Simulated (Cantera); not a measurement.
An adiabatic, constant-pressure homogeneous reactor starts with H₂ : O₂ : N₂ : NO = 1 : 0.238 : 0.895 : 0.11 (molar parts), at 1225 K and 10.0 bar.

Model: GRI-Mech 3.0 (53 species, 325 reactions), integrated in Cantera. The hydrogen kinetics of GRI-Mech 3.0 are dated; newer H2 mechanisms differ, most at raised pressure. The mechanism lacks 2 NO + O2 → 2 NO2 and HONO, so NO2 and the effect of NO are under-described below about 1400 K.

**Question.** Predict: time of steepest temperature rise; temperature at 0.300 s; equilibrium temperature; x(H₂) at 0.300 s; x(O₂) at 0.300 s; x(NO₂) at 0.300 s; x(HO₂) at 0.300 s; x(N₂O) at 0.300 s; x(NO) at 0.300 s.

**Answer.** 
```
Quantity                                                               Value
---------------------------------  -----------------------------------------
time of steepest temperature rise                                    6.33 µs
temperature at 0.300 s                                                2984 K
equilibrium temperature                                               2984 K
x(H₂) at 0.300 s                         0.205 (gas-phase equilibrium 0.205)
x(O₂) at 0.300 s                   0.000347 (gas-phase equilibrium 0.000347)
x(NO₂) at 0.300 s                    1.12e-7 (gas-phase equilibrium 1.12e-7)
x(HO₂) at 0.300 s                    1.01e-6 (gas-phase equilibrium 1.01e-6)
x(N₂O) at 0.300 s                    2.07e-7 (gas-phase equilibrium 2.07e-7)
x(NO) at 0.300 s                     0.00149 (gas-phase equilibrium 0.00149)
```
